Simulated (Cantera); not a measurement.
A closed system holds: 1 mol Mg(OH)₂, 0.27 mol H₂O, 1.3 mol O₂, at 1100 °C and 1330 Pa.

Equilibrium computed with Cantera from the NASA thermochemical tables; the gas is ideal and each condensed phase is pure. Candidate condensed phases: H₂O, Mg, MgO, Mg(OH)₂; 15 gas species. Equilibrium is a limit: real reactors are often held back by kinetics, nucleation or transport.

What is the equilibrium state?

x(O₂): 0.506
x(H₂O): 0.494
x(OH): 0.000191
x(O): 3.80e-6
x(H₂): 1.78e-6
n(MgO(s)): 1.00 mol
gas amount: 2.570 mol
log10 activity of Mg(l) (absent): -16.04
